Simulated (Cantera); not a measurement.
A Cantera script and its output.

```python
import numpy as np
import cantera as ct

gas = ct.Solution("gri30.yaml")
gas.TPX = 1798, 500000, {'CH3OH': 1, 'O2': 2.54, 'N2': 9.66, 'H2O': 0.34}
reactor = ct.IdealGasReactor(gas, energy="on", clone=False)
net = ct.ReactorNet([reactor])
net.rtol, net.atol = 1e-08, 1e-16
show = ['CH3OH', 'O2', 'H2O', 'CH3', 'CH2O']
times = np.geomspace(1e-06, 2, 12)

steps = ct.SolutionArray(gas, extra=["t"])
rows = []
print(f"{'t/s':>10s}{'T/K':>9s}{'P/Pa':>11s}" + "".join(f"{s:>11s}" for s in show))
for t in times:
    while net.time < t:
        t_next = net.step()
        steps.append(gas.state, t=t_next)
    rows.append([np.interp(t, steps.t, y) for y in (steps.T, steps.P, *steps(*show).X.T)])
    print(f"{t:10.3e}{rows[-1][0]:9.1f}{rows[-1][1]:11.4g}" + "".join(f"{x:11.3e}" for x in rows[-1][2:]))
rate = np.gradient(steps.T, steps.t)
print("integrator steps:", len(steps.t))
if steps.T.max() > steps.T[0] + 200:
    print(f"time of steepest temperature rise: {steps.t[rate.argmax()]:.4e} s")
gas.TPX = 1798, 500000, {'CH3OH': 1, 'O2': 2.54, 'N2': 9.66, 'H2O': 0.34}
gas.equilibrate("UV")
print(f"equilibrium (UV): T = {gas.T:.1f} K  " + "  ".join(f"{s} {gas[s].X[0]:.3e}" for s in show))
```

It prints:

```
       t/s      T/K       P/Pa      CH3OH         O2        H2O        CH3       CH2O
 1.000e-06   1798.8  5.009e+05  7.173e-02  1.861e-01  2.606e-02  1.523e-04  1.574e-03
 3.740e-06   1873.9  5.314e+05  4.857e-02  1.717e-01  4.272e-02  9.580e-05  1.668e-02
 1.398e-05   2888.1  8.532e+05  3.542e-16  7.446e-02  1.430e-01  9.337e-15  3.408e-10
 5.230e-05   2901.1  8.558e+05  3.350e-16  7.250e-02  1.441e-01  8.902e-15  3.181e-10
 1.956e-04   2888.6  8.515e+05  3.258e-16  6.846e-02  1.448e-01  8.435e-15  3.091e-10
 7.313e-04   2877.6  8.477e+05  3.183e-16  6.497e-02  1.453e-01  8.037e-15  3.016e-10
 2.735e-03   2876.9  8.475e+05  3.178e-16  6.476e-02  1.454e-01  8.014e-15  3.011e-10
 1.023e-02   2876.9  8.475e+05  3.178e-16  6.476e-02  1.454e-01  8.014e-15  3.011e-10
 3.824e-02   2876.9  8.475e+05  3.178e-16  6.476e-02  1.454e-01  8.014e-15  3.011e-10
 1.430e-01   2876.9  8.475e+05  3.178e-16  6.476e-02  1.454e-01  8.014e-15  3.011e-10
 5.348e-01   2876.9  8.475e+05  3.178e-16  6.476e-02  1.454e-01  8.014e-15  3.011e-10
 2.000e+00   2876.9  8.475e+05  3.178e-16  6.476e-02  1.454e-01  8.014e-15  3.011e-10
integrator steps: 1619
time of steepest temperature rise: 5.6279e-06 s
equilibrium (UV): T = 2876.9 K  CH3OH 3.302e-16  O2 6.476e-02  H2O 1.454e-01  CH3 1.090e-14  CH2O 3.011e-10
```

Detailed kinetics in Cantera: GRI-Mech 3.0 (53 species, 325 reactions). GRI-Mech 3.0 was tuned for natural gas; its chemistry of methanol as a main component is partial and can be far from experiment.
